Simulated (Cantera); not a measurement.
## Equilibrium for chlorosilane synthesis and conversion: Si + HCl + H2

Input: 1 mol Si, 0.77 mol HCl, 4.8 mol H2, held at 0.140 bar.

Cantera equilibrium calculation (NASA polynomials, part measured and part estimated; ideal gas, pure solids and liquids). Candidate condensed phases: Si; 19 gas species. The tables' values for SiCl3 are old estimates; treat these amounts as uncertain. Kinetics and transport are ignored.

```csv
T (K),x H2,x HCl,x SiCl4,x SiCl2,x SiHCl3,n Si(s)
848,0.958,0.00298,0.0250,1.09e-5,0.0131,0.792
898,0.957,0.00519,0.0247,3.81e-5,0.0127,0.796
948,0.954,0.00849,0.0240,0.000115,0.0122,0.800
998,0.951,0.0131,0.0230,0.000307,0.0115,0.806
1048,0.946,0.0193,0.0214,0.000733,0.0108,0.814
1098,0.940,0.0271,0.0193,0.00158,0.00977,0.823
1148,0.933,0.0362,0.0166,0.00309,0.00856,0.832
1198,0.924,0.0463,0.0133,0.00547,0.00712,0.841
1248,0.916,0.0565,0.00971,0.00875,0.00554,0.847
1298,0.907,0.0656,0.00638,0.0126,0.00398,0.851
1348,0.901,0.0726,0.00374,0.0164,0.00263,0.853
1398,0.896,0.0773,0.00200,0.0196,0.00163,0.853
1448,0.893,0.0800,0.00101,0.0221,0.000964,0.852
```
x: gas mole fraction; n: condensed amount in mol.

From 848 K to 1448 K the condensed part is Si(s). The main Si-bearing gas is SiCl4 at 848 K and SiCl2 at 1448 K.
